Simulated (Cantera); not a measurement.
Feed: 1 mol Si₃N₄, 0.016 mol CO₂, 300 mol H₂, at 13.5 Torr.

Method: chemical equilibrium by Gibbs-energy minimisation in Cantera with the NASA 1993 tables (ideal gas, pure condensed phases). Candidate condensed phases: C, C₆H₆, C₇H₈, C₈H₁₈, H₂O, Si, SiC, SiO₂, Si₂N₂O, Si₃N₄; 151 gas species. Mutual solubility and eutectic melting of coexisting phases are not modelled. Gases not in the tables: Si₂H₆ and higher silanes. The numbers say what is thermodynamically allowed, not how fast it happens.

**Question.** Which condensed phases are stable at each of these points (T (K)): 923, 998, 1073, 1148, 1223, 1298, 1373, 1448, 1523, 1598, 1673, 1748, 1823?

**Answer.** 
```csv
T (K),condensed phases,Si condensed (%)
923,Si₂N₂O(s) + Si₃N₄(s),100.0
998,Si₂N₂O(s) + Si₃N₄(s),100.0
1073,Si₂N₂O(s) + Si₃N₄(s),100.0
1148,SiC(s) + Si₂N₂O(s) + Si₃N₄(s),100.0
1223,SiC(s) + Si₂N₂O(s) + Si₃N₄(s),100.0
1298,SiC(s) + Si₂N₂O(s) + Si₃N₄(s),100.0
1373,Si(s) + SiC(s) + Si₂N₂O(s) + Si₃N₄(s),100.0
1448,Si(s) + SiC(s) + Si₂N₂O(s) + Si₃N₄(s),99.9
1523,Si(s) + SiC(s) + Si₂N₂O(s) + Si₃N₄(s),99.1
1598,Si(s) + SiC(s),98.9
1673,Si(s) + SiC(s),98.6
1748,Si(l) + SiC(s),97.8
1823,Si(l) + SiC(s),95.7
```

From 923 K to 1073 K the condensed part is Si₂N₂O(s) + Si₃N₄(s). From 1148 K to 1298 K the condensed part is SiC(s) + Si₂N₂O(s) + Si₃N₄(s). From 1373 K to 1523 K the condensed part is Si(s) + SiC(s) + Si₂N₂O(s) + Si₃N₄(s). From 1598 K to 1673 K the condensed part is Si(s) + SiC(s). From 1748 K to 1823 K the condensed part is Si(l) + SiC(s).
